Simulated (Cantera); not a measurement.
An isothermal, constant-pressure homogeneous reactor starts with C2H6 : N2 = 1 : 75 (molar parts), at 1200 K and 1.01 bar. Integrator tolerance rtol = 1e-08.

Cantera simulation using GRI-Mech 3.0 (53 species, 325 reactions); the numbers are that mechanism's predictions, not measurements. GRI-Mech 3.0 stops at C3 and has no aromatics, soot or wall deposition, so with more carbon than oxygen in the feed, carbon stays in small species such as C2H2 where larger ones or solid carbon would form.

```json
[
 {"quantity": "x(C2H6) at 4.00 s", "before": "7.86e-6 (gas-phase equilibrium 1.17e-6)", "after": "0.000382 (gas-phase equilibrium 1.35e-11)"},
 {"quantity": "x(CH2) at 4.00 s", "before": "<1e-12 (gas-phase equilibrium <1e-12)", "after": "1.94e-8 (gas-phase equilibrium <1e-12)"},
 {"quantity": "x(CH4) at 4.00 s", "before": "0.00155 (gas-phase equilibrium 0.00518)", "after": "0.00298 (gas-phase equilibrium 2.12e-5)"},
 {"quantity": "x(H2) at 4.00 s", "before": "0.0206 (gas-phase equilibrium 0.0176)", "after": "0.0129 (gas-phase equilibrium 0.0256)"},
 {"quantity": "x(H) at 4.00 s", "before": "1.32e-7 (gas-phase equilibrium 2.62e-8)", "after": "1.16e-5 (gas-phase equilibrium 7.29e-7)"}
]
```

Problem. What was changed between the two runs?
(A) temperature 1200 to 1298 K
(B) C2H6 1 to 1.7 parts
(C) C2H6 1 to 9.5 parts
(D) pressure from 1.01 bar to 1.43 Torr

Solution. D, pressure from 1.01 bar to 1.43 Torr
